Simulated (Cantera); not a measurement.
Charge: 1 mol Si3N4, 0.1 mol H2O, 5.2 mol N2, at 0.113 Torr.

Cantera equilibrium calculation (NASA polynomials, part measured and part estimated; ideal gas, pure solids and liquids). Candidate condensed phases: H2O, Si, SiO2, Si2N2O, Si3N4; 35 gas species. Mutual solubility and eutectic melting of coexisting phases are not modelled. Equilibrium is a limit: real reactors are often held back by kinetics, nucleation or transport.

Q: What share of the Si ends up in condensed phases as a function of T (°C), at 627, 727, 827, 927, 1027, 1127, 1227, 1327, 1427, 1527, 1627, 1727, 1827, 1927?

A: 
| T (°C) | Si condensed (%) | as |
|---|---|---|
| 627 | 100.0 | Si2N2O(s) + Si3N4(s) |
| 727 | 100.0 | Si2N2O(s) + Si3N4(s) |
| 827 | 100.0 | Si2N2O(s) + Si3N4(s) |
| 927 | 100.0 | Si2N2O(s) + Si3N4(s) |
| 1027 | 100.0 | Si2N2O(s) + Si3N4(s) |
| 1127 | 100.0 | Si2N2O(s) + Si3N4(s) |
| 1227 | 99.3 | Si2N2O(s) + Si3N4(s) |
| 1327 | 96.5 | Si(s) |
| 1427 | 95.5 | Si(l) |
| 1527 | 91.1 | Si(l) |
| 1627 | 73.1 | Si(l) |
| 1727 | 0.0 | - |
| 1827 | 0.0 | - |
| 1927 | 0.0 | - |
